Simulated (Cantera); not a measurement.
Gas mixture: 33.5 % H2O, 6.83 % H2, 59.6 % CH3OH, at 0.440 bar, frozen composition.

Cantera's kinetic-theory transport with the Lennard-Jones parameters of GRI-Mech 3.0, ideal gas; thermal conductivity in the multicomponent form. Polar gases are described roughly by these parameters. The composition is frozen, though it would react at the higher temperatures.

D: mixture-averaged diffusion coefficient of that species in the mixture.

```
T (K)  ρ (kg/m³)  cp (J/kg/K)  μ (µPa s)  λ (mW/m/K)     Pr  D (cm²/s) H2O  D (cm²/s) O  D (cm²/s) C2H2
-----  ---------  -----------  ---------  ----------  -----  -------------  -----------  --------------
400        0.335         1746       13.5        38.1  0.618              …         1.16           0.561
600        0.223         2149       20.4        66.8  0.656              …         2.42            1.21
800        0.167         2476       26.9        98.1  0.678              …         3.99            2.05
1000       0.134         2743       32.9         130  0.691              …         5.86            3.06
1200       0.112         2956       38.4         162  0.700              …         7.99            4.21
1400      0.0956         3128       43.6         194  0.705              …         10.4            5.49
1600      0.0836         3266       48.5         224  0.708              …         13.0            6.90
```

**Question.** Some entries are withheld; supply them.

**Answer.** 
- 400, D (cm²/s) H2O: 0.685
- 600, D (cm²/s) H2O: 1.54
- 800, D (cm²/s) H2O: 2.68
- 1000, D (cm²/s) H2O: 4.08
- 1200, D (cm²/s) H2O: 5.69
- 1400, D (cm²/s) H2O: 7.52
- 1600, D (cm²/s) H2O: 9.53
